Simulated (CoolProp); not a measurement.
CH3F (R41) along the isotherm 425 K: fugacity coefficient from the reference equation and from simpler models built on Tc = 317.3 K, pc = 5.906 MPa, ω = 0.200; each cubic takes its own stable root.

Computed with CoolProp (reference Helmholtz-energy equation of state, Lemmon 2006). It is a short technical equation, of lower accuracy than the large ones.

```csv
p (MPa),phase,reference
3.28,gas,0.9216
6.56,supercritical,0.8504
9.84,supercritical,0.7863
13.1,supercritical,0.7298
16.4,supercritical,0.6801
19.7,supercritical,0.6383
23,supercritical,0.6039
26.2,supercritical,0.5769
29.5,supercritical,0.5546
```

Task: How far does each simpler model (van der Waals, Soave-Redlich-Kwong) lie from the reference over these 9 states: mean and median of the absolute difference, and the worst?

Result: 
- van der Waals: mean 1.4 %, median 1.5 %, worst -2.9 % at 425 K and 16.4 MPa
- Soave-Redlich-Kwong: mean 9.7 %, median 9.4 %, worst +18.5 % at 425 K and 29.5 MPa
